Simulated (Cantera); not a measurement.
A closed system holds: 1 mol Fe₃O₄, 0.96 mol H₂, 4.1 mol N₂, held at 10.0 mbar.

Cantera equilibrium calculation (NASA polynomials, part measured and part estimated; ideal gas, pure solids and liquids). Candidate condensed phases: Fe, FeO, Fe(OH)₂, Fe(OH)₃, Fe₂O₃, Fe₃O₄, H₂O; 27 gas species. Mutual solubility and eutectic melting of coexisting phases are not modelled. The tables' stoichiometric FeO is somewhat more stable than real wüstite, so its field is too wide. FeO: taken at fixed stoichiometry. The numbers say what is thermodynamically allowed, not how fast it happens.

**Question.** Which condensed phases are stable at each of these points (T (°C)): 1002, 1077, 1152, 1227, 1302, 1377, 1452, 1527, 1602, 1677, 1752, 1827, 1902?

**Answer.** 
```
T (°C)   condensed phases  Fe condensed (%)
------  -----------------  ----------------
1002    FeO(s) + Fe₃O₄(s)             100.0
1077    FeO(s) + Fe₃O₄(s)             100.0
1152    FeO(s) + Fe₃O₄(s)             100.0
1227    FeO(s) + Fe₃O₄(s)             100.0
1302    FeO(s) + Fe₃O₄(s)             100.0
1377    FeO(l) + Fe₃O₄(s)             100.0
1452    FeO(l) + Fe₃O₄(s)             100.0
1527               FeO(l)             100.0
1602               FeO(l)             100.0
1677               FeO(l)              99.9
1752               FeO(l)              99.7
1827               FeO(l)              99.2
1902               FeO(l)              97.8
```

From 1002 °C to 1302 °C the condensed part is FeO(s) + Fe₃O₄(s). From 1377 °C to 1452 °C the condensed part is FeO(l) + Fe₃O₄(s). From 1527 °C to 1902 °C the condensed part is FeO(l).
